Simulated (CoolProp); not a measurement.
Values from CoolProp's reference Helmholtz-energy equation of state, Lemmon 2013.

Give the vapour pressure (bar), enthalpy of vaporisation (kJ/kg), liquid cp (kJ/(kg K)), surface tension (mN/m) of saturated propylene at 209, 250.4 K.


```json
[
 {"T (K)": "209", "p (bar)": "0.446", "enthalpy of vaporisation (kJ/kg)": "457", "liquid cp (kJ/(kg K))": "2.14", "surface tension (mN/m)": "19.2"},
 {"T (K)": "250.4", "p (bar)": "2.77", "enthalpy of vaporisation (kJ/kg)": "409", "liquid cp (kJ/(kg K))": "2.30", "surface tension (mN/m)": "13.3"}
]
```

Surface tension comes from a separate correlation (Mulero 2012).
